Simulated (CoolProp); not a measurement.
A simple Rankine cycle with 1,2-dichloroethane: condensing at 292.15 K, boiler at 1.95 MPa, turbine inlet 499 K, turbine efficiency 0.8, pump efficiency 0.8, no recuperator. Each further row changes one setting.

The numbers come from the reference Helmholtz-energy equation of state, Thol 2015 in CoolProp.

```json
[
 {"case": "as stated", "thermal efficiency (%)": "25.3", "net work (kJ/kg)": "130", "heat in (kJ/kg)": "514", "turbine exit temperature (K)": "324.0", "volume ratio over the turbine": "210"},
 {"case": "condensing temperature 284.15 K", "thermal efficiency (%)": "26.3", "net work (kJ/kg)": "138", "heat in (kJ/kg)": "(withheld)", "turbine exit temperature (K)": "(withheld)", "volume ratio over the turbine": "(withheld)"},
 {"case": "boiler pressure 1.36 MPa", "thermal efficiency (%)": "(withheld)", "net work (kJ/kg)": "129", "heat in (kJ/kg)": "(withheld)", "turbine exit temperature (K)": "340.2", "volume ratio over the turbine": "139"},
 {"case": "turbine efficiency 0.7", "thermal efficiency (%)": "(withheld)", "net work (kJ/kg)": "113", "heat in (kJ/kg)": "514", "turbine exit temperature (K)": "343.1", "volume ratio over the turbine": "223"}
]
```

Task: Some entries are withheld; supply them.

Result: 
- condensing temperature 284.15 K, heat in (kJ/kg): 525
- condensing temperature 284.15 K, turbine exit temperature (K): 314.6
- condensing temperature 284.15 K, volume ratio over the turbine: 310
- boiler pressure 1.36 MPa, thermal efficiency (%): 24.4
- boiler pressure 1.36 MPa, heat in (kJ/kg): 527
- turbine efficiency 0.7, thermal efficiency (%): 22.1
